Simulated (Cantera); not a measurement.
Cantera run:

```python
import numpy as np
import cantera as ct

gas_names = """
    CL CL2 H HCL H2 Si SiCL SiCL2 SiCL3 SiCL4 SiH SiHCL3 SiH2 SiH2CL2 SiH3 SiH3CL SiH4 Si2 Si3
""".split()
cond_names = """
    Si(cr) Si(L)
""".split()


# ... load() reads the species with a 1 bar reference pressure and builds the phases ...
atoms = {
    'SiCl4': {'Si': 1, 'CL': 4},
    'HCl': {'H': 1, 'CL': 1},
    'H2': {'H': 2},
}
top_T = {}  # K; cautious upper limits of use, not melting points


# ... equilibrate(T, P, feed) seeds the gas with the atoms and calls Mixture.equilibrate('TP', solver="vcs", rtol=1e-11, max_steps=5000) ...
results = []
feed = {'SiCl4': 1, 'HCl': 1.9, 'H2': 0.2}  # mol
P = 44000  # Pa
for T in [1050, 1100, 1150, 1200, 1250, 1300, 1350, 1400, 1450]:
    mix = equilibrate(T, P, feed)
    results.append((T, P, feed, dict(zip(mix.species_names, mix.species_moles))))
    x = sorted(zip(gas.X, gas.species_names), reverse=True)
    print(f"T = {T:g} K  P = {P:g} Pa  gas = {mix.phase_moles(0):.4g} mol")
    print("   x: " + "  ".join(f"{s} {v:.3e}" for v, s in x if v > 0.001))
    print("   condensed (mol): " + ("  ".join(f"{mix.phase(i).name} {mix.phase_moles(i):.4g}"
          for i in range(1, mix.n_phases) if mix.phase_moles(i) > 1e-12) or "none"))
```

Result:

```
T = 1050 K  P = 44000 Pa  gas = 3.1 mol
   x: HCL 6.133e-01  SiCL4 3.222e-01  H2 6.413e-02
   condensed (mol): none
T = 1100 K  P = 44000 Pa  gas = 3.1 mol
   x: HCL 6.135e-01  SiCL4 3.219e-01  H2 6.393e-02
   condensed (mol): none
T = 1150 K  P = 44000 Pa  gas = 3.101 mol
   x: HCL 6.138e-01  SiCL4 3.215e-01  H2 6.363e-02
   condensed (mol): none
T = 1200 K  P = 44000 Pa  gas = 3.101 mol
   x: HCL 6.144e-01  SiCL4 3.207e-01  H2 6.318e-02
   condensed (mol): none
T = 1250 K  P = 44000 Pa  gas = 3.103 mol
   x: HCL 6.152e-01  SiCL4 3.195e-01  H2 6.247e-02  SiCL3 1.569e-03  SiHCL3 1.154e-03
   condensed (mol): none
T = 1300 K  P = 44000 Pa  gas = 3.105 mol
   x: HCL 6.166e-01  SiCL4 3.175e-01  H2 6.135e-02  SiCL3 2.921e-03  SiHCL3 1.440e-03
   condensed (mol): none
T = 1350 K  P = 44000 Pa  gas = 3.109 mol
   x: HCL 6.188e-01  SiCL4 3.143e-01  H2 5.961e-02  SiCL3 5.125e-03  SiHCL3 1.734e-03
   condensed (mol): none
T = 1400 K  P = 44000 Pa  gas = 3.116 mol
   x: HCL 6.221e-01  SiCL4 3.094e-01  H2 5.695e-02  SiCL3 8.475e-03  SiHCL3 2.005e-03
   condensed (mol): none
T = 1450 K  P = 44000 Pa  gas = 3.127 mol
   x: HCL 6.271e-01  SiCL4 3.023e-01  H2 5.307e-02  SiCL3 1.318e-02  SiHCL3 2.205e-03  SiCL2 2.100e-03
   condensed (mol): none
```

Cantera equilibrium calculation (NASA polynomials, part measured and part estimated; ideal gas, pure solids and liquids). The tables' values for SiCl3 are old estimates; treat these amounts as uncertain.
